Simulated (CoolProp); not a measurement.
A single-stage vapour-compression cycle with R22: evaporating at 295.15 K (dew point), condensing at 336.15 K (bubble point), superheat 5 K, subcooling 0 K, compressor efficiency 0.85, no pressure losses. Each further row changes one setting.

Computed with CoolProp (reference Helmholtz-energy equation of state, Kamei 1995).

| case | cooling COP | pressure ratio | discharge temperature (K) | refrigerating effect (kJ/kg) | volumetric capacity (kJ/m³) |
|---|---|---|---|---|---|
| as stated | 4.56 | 2.69 | 361.4 | 134 | 5300 |
| evaporating temperature 300.15 K | 5.39 | 2.35 | 358.7 | 136 | 6140 |
| condensing temperature 331.15 K | 5.42 | 2.42 | 354.3 | 142 | 5590 |
| subcooling 5 K | 4.82 | 2.69 | 361.4 | 142 | 5600 |
| superheat 15 K | 4.56 | 2.69 | 371.6 | 143 | 5320 |
| compressor efficiency 0.75 | 4.03 | 2.69 | 365.4 | 134 | 5300 |
